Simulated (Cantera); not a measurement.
Cantera run:

```python
import numpy as np
import cantera as ct

gas_names = """
    CL CL2 H HCL H2 N NH NH2 NH3 N2 N2H2 N2H4 Si SiCL SiCL2 SiCL3 SiCL4 SiH SiHCL3 SiH2 SiH2CL2 SiH3
    SiH3CL SiH4 SiN Si2 Si2N Si3
""".split()
cond_names = """
    NH4CL(a) NH4CL(b) Si(cr) Si(L) Si3N4(a)
""".split()


# ... load() reads the species with a 1 bar reference pressure and builds the phases ...
atoms = {
    'SiH2Cl2': {'Si': 1, 'H': 2, 'CL': 2},
    'N2': {'N': 2},
}
top_T = {'Si3N4(a)': 2400}  # K; cautious upper limits of use, not melting points


# ... equilibrate(T, P, feed) seeds the gas with the atoms and calls Mixture.equilibrate('TP', solver="vcs", rtol=1e-11, max_steps=5000) ...
results = []
feed = {'SiH2Cl2': 1, 'N2': 1.1}  # mol
P = 133.322  # Pa
for T in [1473, 1573, 1673, 1773, 1873, 1973, 2073]:
    mix = equilibrate(T, P, feed)
    results.append((T, P, feed, dict(zip(mix.species_names, mix.species_moles))))
    x = sorted(zip(gas.X, gas.species_names), reverse=True)
    print(f"T = {T:g} K  P = {P:g} Pa  gas = {mix.phase_moles(0):.4g} mol")
    print("   x: " + "  ".join(f"{s} {v:.3e}" for v, s in x if v > 1e-06))
    print("   condensed (mol): " + ("  ".join(f"{mix.phase(i).name} {mix.phase_moles(i):.4g}"
          for i in range(1, mix.n_phases) if mix.phase_moles(i) > 1e-12) or "none"))
```

Result:

```
T = 1473 K  P = 133.322 Pa  gas = 2.796 mol
   x: N2 2.939e-01  HCL 2.798e-01  H2 2.175e-01  SiCL2 1.929e-01  SiCL3 1.256e-02  SiCL4 2.799e-03  SiHCL3 2.044e-04  CL 1.685e-04  H 1.616e-04  SiCL 1.414e-05  SiH2CL2 2.341e-06
   condensed (mol): Si3N4(a) 0.139
T = 1573 K  P = 133.322 Pa  gas = 2.915 mol
   x: N2 3.161e-01  H2 2.537e-01  SiCL2 2.456e-01  HCL 1.781e-01  SiCL3 5.052e-03  H 5.609e-04  CL 3.130e-04  SiCL4 2.732e-04  SiCL 1.246e-04  SiHCL3 5.159e-05  Si 2.393e-05  SiH2CL2 1.607e-06  SiH 1.060e-06
   condensed (mol): Si3N4(a) 0.08933
T = 1673 K  P = 133.322 Pa  gas = 3.102 mol
   x: N2 3.546e-01  H2 2.549e-01  SiCL2 2.516e-01  HCL 1.334e-01  SiCL3 2.239e-03  H 1.575e-03  CL 6.436e-04  SiCL 5.883e-04  Si 3.134e-04  SiCL4 4.156e-05  SiHCL3 1.425e-05  SiH 9.765e-06  Si2N 8.135e-06  SiN 4.519e-06  SiH2 2.808e-06  Si2 1.206e-06
   condensed (mol): Si(cr) 0.2095
T = 1773 K  P = 133.322 Pa  gas = 3.114 mol
   x: N2 3.532e-01  H2 2.497e-01  SiCL2 2.479e-01  HCL 1.388e-01  H 3.894e-03  CL 1.663e-03  SiCL 1.650e-03  Si 1.598e-03  SiCL3 1.432e-03  SiH 3.599e-05  Si2N 2.760e-05  SiN 1.665e-05  SiCL4 1.404e-05  Si2 8.887e-06  SiH2 6.162e-06  SiHCL3 5.927e-06  Si3 2.147e-06
   condensed (mol): Si(L) 0.213
T = 1873 K  P = 133.322 Pa  gas = 3.146 mol
   x: N2 3.496e-01  H2 2.415e-01  SiCL2 2.405e-01  HCL 1.440e-01  H 8.686e-03  Si 6.614e-03  SiCL 4.039e-03  CL 3.922e-03  SiCL3 9.544e-04  SiH 1.106e-04  Si2N 7.645e-05  SiN 5.140e-05  Si2 4.937e-05  SiH2 1.184e-05  Si3 1.129e-05  SiCL4 5.355e-06  SiHCL3 2.676e-06
   condensed (mol): Si(L) 0.2055
T = 1973 K  P = 133.322 Pa  gas = 3.234 mol
   x: N2 3.400e-01  H2 2.279e-01  SiCL2 2.273e-01  HCL 1.447e-01  Si 2.367e-02  H 1.764e-02  SiCL 8.886e-03  CL 8.373e-03  SiCL3 6.367e-04  SiH 2.984e-04  Si2 2.297e-04  Si2N 1.886e-04  SiN 1.400e-04  Si3 4.991e-05  SiH2 2.071e-05  SiCL4 2.138e-06  SiHCL3 1.243e-06
   condensed (mol): Si(L) 0.153
T = 2073 K  P = 133.322 Pa  gas = 3.453 mol
   x: N2 3.183e-01  H2 2.019e-01  SiCL2 2.011e-01  HCL 1.424e-01  Si 6.791e-02  H 3.236e-02  CL 1.685e-02  SiCL 1.663e-02  Si2 7.573e-04  SiH 6.407e-04  SiCL3 4.173e-04  Si2N 3.437e-04  SiN 3.079e-04  Si3 1.424e-04  SiH2 2.906e-05
   condensed (mol): none
```

Equilibrium computed with Cantera from the NASA thermochemical tables; the gas is ideal and each condensed phase is pure. N2 is the only nitrogen source here; it is nearly inert below about 1500 K, so the nitride shown seldom forms there in practice. The tables' values for SiCl, SiCl3, SiN are old estimates; treat these amounts as uncertain. Gases not in the tables: Si2H6 and higher silanes.
